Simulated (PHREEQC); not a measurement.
**Brine: an equilibrium model**

Dissolve 0.3 mol MgSO4, 0.016 mol K2SO4 and 0.99 mol KBr per kg of water at 25 °C. It is in equilibrium with CO2 at log p = 0 (atm). Otherwise closed; pH follows from the charge balance.

Model: Pitzer model, pitzer.dat, run in PHREEQC.

Each row changes one thing in this solution. Precipitation was switched off in this run.

```json
[
 {"case": "as made", "pH": "4.01", "HCO3- (mol/kgw)": "0.000320", "HSO4- (mol/kgw)": "0.000204", "MgCO3 (mol/kgw)": "3.74e-9", "MgOH+ (mol/kgw)": "2.23e-9", "CO3-2 (mol/kgw)": "2.11e-9", "SI of Arcanite (K2SO4)": "-0.52", "SI of Schoenite (K2Mg(SO4)2:6H2O)": "-1.32"},
 {"case": "KBr left out", "pH": "4.10", "HCO3- (mol/kgw)": "0.000398", "HSO4- (mol/kgw)": "0.000258", "MgCO3 (mol/kgw)": "3.98e-9", "MgOH+ (mol/kgw)": "1.59e-9", "CO3-2 (mol/kgw)": "3.13e-9", "SI of Arcanite (K2SO4)": "-3.22", "SI of Schoenite (K2Mg(SO4)2:6H2O)": "-3.83"},
 {"case": "diluted 2-fold with water", "pH": "4.02", "HCO3- (mol/kgw)": "0.000299", "HSO4- (mol/kgw)": "0.000166", "MgCO3 (mol/kgw)": "1.85e-9", "MgOH+ (mol/kgw)": "9.18e-10", "CO3-2 (mol/kgw)": "1.18e-9", "SI of Arcanite (K2SO4)": "-1.12", "SI of Schoenite (K2Mg(SO4)2:6H2O)": "-2.24"}
]
```

In brines, pH and single-ion activities rest on the MacInnes convention.
